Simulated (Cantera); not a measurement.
A closed system holds: 1 mol Si2H6, 0.13 mol O2, held at 0.100 bar.

Method: chemical equilibrium by Gibbs-energy minimisation in Cantera with the NASA 1993 tables (ideal gas, pure condensed phases). Candidate condensed phases: H2O, Si, SiO2; 18 gas species. The feed counts by its element totals alone. Mutual solubility and eutectic melting of coexisting phases are not modelled. The tables hold silica as quartz up to 1696 K and as liquid above; real silica turns to tridymite and cristobalite and melts near 1996 K. Equilibrium is a limit: real reactors are often held back by kinetics, nucleation or transport.

### Question
At 1523 K, list the 3 most abundant gas species with their mole fractions, and the condensed phases.

### Answer
H2 0.992, SiO 0.00782, H 7.28e-5. Condensed: Si(s) + SiO2(β-quartz).
